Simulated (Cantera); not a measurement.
A closed system holds: 1 mol BN, 40 mol HCl, 1.9 mol H2, held at 1898.15 K and 0.720 bar.

These are equilibrium values from Cantera (NASA tables, ideal gas, pure condensed phases), not measurements of a reactor. Candidate condensed phases: B, BN, NH4Cl; 21 gas species. The tables' values for BCl2, BCl are old estimates; treat these amounts as uncertain. Gases not in the tables: BHCl2. Equilibrium is a limit: real reactors are often held back by kinetics, nucleation or transport.

Base state: HCl 0.880, H2 0.0816, BCl3 0.0232, N2 0.0119, Cl 0.00215, BCl2 0.000599, H 0.000263, BCl 7.87e-5 (mole fractions); condensed: gas only.

### Question
What changes in the equilibrium state with this change: temperature from 1898.15 K to 1148.15 K?

### Answer
```json
[
 {"species": "HCl", "before": "0.880", "after": "0.928"},
 {"species": "H2", "before": "0.0816", "after": "0.0584"},
 {"species": "BCl3", "before": "0.0232", "after": "0.00873"},
 {"species": "N2", "before": "0.0119", "after": "0.00437"},
 {"species": "BCl", "before": "7.87e-5", "after": "<1e-9"},
 {"species": "BCl2", "before": "0.000599", "after": "1.67e-8"},
 {"species": "BN(s), mol", "before": "0", "after": "0.634"}
]
```
